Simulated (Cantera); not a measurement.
An adiabatic, constant-pressure homogeneous reactor starts with CO : H₂ : CH₄ : O₂ : N₂ = 1 : 0.044 : 0.25 : 0.601 : 2.26 (molar parts), equivalence ratio 1.7, at 1750 K and 0.987 atm. Integrator tolerance rtol = 1e-08.

Detailed kinetics in Cantera: GRI-Mech 3.0 (53 species, 325 reactions).

**Question.** What does this change do: pressure from 0.987 atm to 1.38 atm?

**Answer.** 
| quantity | before | after |
|---|---|---|
| time of steepest temperature rise | 0.116 ms | 86.3 µs |
| temperature at 0.400 s | 2852 K | 2880 K |
| equilibrium temperature | 2852 K | 2880 K |
| x(CO) at 0.400 s | 0.203 (gas-phase equilibrium 0.203) | 0.202 (gas-phase equilibrium 0.202) |
| x(H₂) at 0.400 s | 0.0263 (gas-phase equilibrium 0.0263) | 0.0260 (gas-phase equilibrium 0.0260) |
| x(CH₄) at 0.400 s | <1e-12 (gas-phase equilibrium <1e-12) | <1e-12 (gas-phase equilibrium <1e-12) |
| x(HCN) at 0.400 s | 1.49e-8 (gas-phase equilibrium 1.49e-8) | 2.01e-8 (gas-phase equilibrium 2.01e-8) |
| x(H) at 0.400 s | 0.0160 (gas-phase equilibrium 0.0160) | 0.0148 (gas-phase equilibrium 0.0148) |
| x(NO) at 0.400 s | 0.00637 (gas-phase equilibrium 0.00637) | 0.00635 (gas-phase equilibrium 0.00635) |
| x(CH₂O) at 0.400 s | 2.15e-9 (gas-phase equilibrium 2.15e-9) | 2.96e-9 (gas-phase equilibrium 2.96e-9) |

**Question.** What does this change do: CH4 0.25 to 0.14 parts?

**Answer.** 
```tsv
quantity	before	after
time of steepest temperature rise	0.116 ms	71.0 µs
temperature at 0.400 s	2852 K	2858 K
equilibrium temperature	2852 K	2858 K
x(CO) at 0.400 s	0.203 (gas-phase equilibrium 0.203)	0.163 (gas-phase equilibrium 0.163)
x(H₂) at 0.400 s	0.0263 (gas-phase equilibrium 0.0263)	0.0105 (gas-phase equilibrium 0.0105)
x(CH₄) at 0.400 s	<1e-12 (gas-phase equilibrium <1e-12)	<1e-12 (gas-phase equilibrium <1e-12)
x(HCN) at 0.400 s	1.49e-8 (gas-phase equilibrium 1.49e-8)	4.66e-9 (gas-phase equilibrium 4.66e-9)
x(H) at 0.400 s	0.0160 (gas-phase equilibrium 0.0160)	0.0103 (gas-phase equilibrium 0.0103)
x(NO) at 0.400 s	0.00637 (gas-phase equilibrium 0.00637)	0.0112 (gas-phase equilibrium 0.0112)
x(CH₂O) at 0.400 s	2.15e-9 (gas-phase equilibrium 2.15e-9)	6.88e-10 (gas-phase equilibrium 6.88e-10)
```
